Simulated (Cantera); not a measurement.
A closed system holds: 1 mol B2O3, 12 mol F2, 12 mol H2, equilibrated at 7.00 Pa.

Cantera equilibrium calculation (NASA polynomials, part measured and part estimated; ideal gas, pure solids and liquids). Candidate condensed phases: B, B2O3, B3O3H3, H2O; 43 gas species. The numbers say what is thermodynamically allowed, not how fast it happens. All values below are at 1225 K.

Base state: HF 0.852, H2O 0.0657, BOF 0.0549, BF3 0.0259, HBO2 0.00123, H2 3.88e-5, O2 1.84e-5 (mole fractions); condensed: gas only.

### Question
What changes in the equilibrium state with this change: H2 from 12 to 7.6 mol?

### Answer
```
species   before   after
-------  -------  ------
HF         0.852   0.707
F        1.24e-8   0.130
BF3       0.0259  0.0930
O2       1.84e-5  0.0698
H2O       0.0657   <1e-9
BOF       0.0549   <1e-9
HBO2     0.00123   <1e-9
H2       3.88e-5   <1e-9
```
